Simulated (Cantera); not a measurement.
An adiabatic, constant-pressure homogeneous reactor starts with CH₄ : O₂ : N₂ = 1 : 1.18 : 4.42 (molar parts), equivalence ratio 1.7, at 1100 K and 160000 Pa. Integrator tolerance rtol = 1e-08.

Detailed kinetics in Cantera: GRI-Mech 3.0 (53 species, 325 reactions).

Problem. What does this change do: O2 1.18 to 0.78 parts?

Solution. 
| quantity | before | after |
|---|---|---|
| time of steepest temperature rise | 0.176 s | 0.324 s |
| temperature at 8.00 s | 2375 K | 1733 K |
| equilibrium temperature | 2375 K | 1733 K |
| x(CH₄) at 8.00 s | 1.33e-11 (gas-phase equilibrium 1.50e-11) | 2.03e-5 (gas-phase equilibrium 1.62e-8) |
| x(O₂) at 8.00 s | 1.24e-5 (gas-phase equilibrium 1.24e-5) | 5.00e-11 (gas-phase equilibrium 5.00e-11) |
| x(H) at 8.00 s | 0.00375 (gas-phase equilibrium 0.00375) | 7.21e-5 (gas-phase equilibrium 7.22e-5) |
| x(O) at 8.00 s | 2.12e-5 (gas-phase equilibrium 2.12e-5) | 3.55e-10 (gas-phase equilibrium 3.55e-10) |
| x(CO) at 8.00 s | 0.108 (gas-phase equilibrium 0.108) | 0.124 (gas-phase equilibrium 0.124) |
| x(C₂H) at 8.00 s | <1e-12 (gas-phase equilibrium <1e-12) | <1e-12 (gas-phase equilibrium <1e-12) |
| x(NO₂) at 8.00 s | 1.21e-9 (gas-phase equilibrium 1.21e-9) | <1e-12 (gas-phase equilibrium <1e-12) |
